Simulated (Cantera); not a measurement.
Feed: 1 mol C3H6, 0.088 mol H2O, 0.39 mol H2, equilibrated at 1000 Pa.

Equilibrium computed with Cantera from the NASA thermochemical tables; the gas is ideal and each condensed phase is pure. Candidate condensed phases: C, C6H6, C7H8, C8H18, H2O; 110 gas species. Rates play no part.

At 1550 K, list the 5 most abundant gas species with their mole fractions, and the condensed phases.

H2 0.975, CO 0.0247, H 0.000311, CH4 1.93e-5, C2H2 (acetylene) 1.56e-5. Condensed: C(graphite).
